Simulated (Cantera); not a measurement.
Charge: 1 mol SiCl4, 1.1 mol HCl, 200 mol H2, held at 1.00 Torr.

Cantera equilibrium calculation (NASA polynomials, part measured and part estimated; ideal gas, pure solids and liquids). Candidate condensed phases: Si; 19 gas species. The tables' values for SiCl3 are old estimates; treat these amounts as uncertain. Kinetics and transport are ignored.

log p: log10 of the partial pressure in bar; n: condensed amount in mol.

```
T (K)  log p H2  log p HCl  log p SiCl4  log p SiCl2  n Si(s)
-----  --------  ---------  -----------  -----------  -------
875       -2.88      -4.97        -5.33        -6.95   0.0709
925       -2.88        [?]          [?]          [?]      [?]
975       -2.88      -4.64        -5.75        -6.19    0.512
1025      -2.88      -4.56        -6.17        -5.99    0.670
1075      -2.89      -4.53        -6.71        -5.89    0.736
1125      -2.89      -4.52        -7.28        -5.83    0.751
1175      -2.89      -4.52        -7.83        -5.80    0.747
1225      -2.89      -4.52        -8.35        -5.77    0.737
1275      -2.89      -4.53        -8.82        -5.75    0.726
1325      -2.89      -4.53          [?]        -5.73    0.714
1375      -2.89      -4.53        -9.67        -5.71    0.703
1425      -2.89      -4.53       -10.04        -5.70    0.692
1475      -2.89      -4.53       -10.40        -5.68    0.681
```

Problem. What belongs in the gaps?

Solution. 
- 925, log p HCl: -4.78
- 925, log p SiCl4: -5.49
- 925, log p SiCl2: -6.52
- 925, n Si(s): 0.289
- 1325, log p SiCl4: -9.26
